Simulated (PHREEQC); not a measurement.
Make-up at 20 °C: 27 mmol/kgw HF and 39 mmol/kgw (CH3)4NF. Closed to the air; pH follows from the charge balance.

Model: ion-association model, phreeqc.dat, run in PHREEQC.

```tsv
quantity	before	after
pH	3.25	4.03
HF (mol/kgw)	0.0232	0.0161
HF2- (mol/kgw)	0.00312	0.0108
```

Name the change that produced these shifts.
A) (CH3)4NF from 0.039 to 0.0195 mol/kgw
B) 0.0057 mol/kgw NaOH added
C) (CH3)4NF from 0.039 to 0.195 mol/kgw
D) HF replaced by KHF2 at the same molality
E) HF from 0.027 to 0.27 mol/kgw

C, (CH3)4NF from 0.039 to 0.195 mol/kgw

This is a speciation only: nothing precipitates in the calculation. (CH3)4N+ isn't in the database: it is added as a free cation with an ion size of 4 Å.
